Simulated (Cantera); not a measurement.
Feed: 1 mol ZrO2, 2 mol H2, 19 mol N2, at 1.33 mbar.

Equilibrium computed with Cantera from the NASA thermochemical tables; the gas is ideal and each condensed phase is pure. Candidate condensed phases: H2O, Zr, ZrN, ZrO2; 28 gas species. Equilibrium is a limit: real reactors are often held back by kinetics, nucleation or transport.

### Question
At 1575 K, list the 3 most abundant gas species with their mole fractions, and the condensed phases.

### Answer
N2 0.905, H2 0.0950, H 0.000351. Condensed: ZrO2(tetragonal).
